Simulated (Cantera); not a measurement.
## Transport properties of process gases

Gas mixture: 41.1 % NO, 58.9 % H₂O, at 82.5 Torr, frozen composition.

Cantera's kinetic-theory transport with the Lennard-Jones parameters of GRI-Mech 3.0, ideal gas; thermal conductivity in the mixture-averaged form. Polar gases are described roughly by these parameters.

```
T (K)  ρ (kg/m³)  cp (J/kg/K)  μ (µPa s)  λ (mW/m/K)     Pr  D (cm²/s) NO  D (cm²/s) CO₂  D (cm²/s) CH₄
-----  ---------  -----------  ---------  ----------  -----  ------------  -------------  -------------
400       0.0759         1416       17.8        35.0  0.721          3.60           2.54           3.55
500       0.0607         1450       21.8        44.1  0.717          5.48           3.86           5.36
600       0.0506         1492       25.6        53.6  0.714          7.65           5.41           7.44
700       0.0434         1537       29.3        63.3  0.710          10.1           7.16           9.79
800       0.0379         1581       32.8        73.4  0.708          12.8           9.10           12.4
900       0.0337         1625       36.3        83.6  0.705          15.8           11.2           15.2
```
D: mixture-averaged diffusion coefficient of that species in the mixture.
